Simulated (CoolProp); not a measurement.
Saturated liquid density (kg/m³) of tetrahydrofuran: the reference equation beside estimates from Tc = 267.0 °C, pc = 5304 kPa, ω = 0.234.

Values from CoolProp's reference Helmholtz-energy equation of state, Fiedler 2023.

```csv
T (°C),reference,Redlich-Kwong,Peng-Robinson
84.25,814.1,732.4,855.7
98.25,797.1,713.9,836.8
112.15,779.6,694.6,816.6
126.05,761.6,674.1,794.8
139.95,742.7,652.3,771.2
153.95,722.8,629.0,745.4
167.85,701.9,604.2,717.3
181.75,679.6,577.5,686.4
195.65,655.3,548.4,652.0
```

Absolute difference from the reference over all 9 rows, mean and median: Redlich-Kwong 12.6 and 12.2 %, Peng-Robinson 3.3 and 3.8 %.
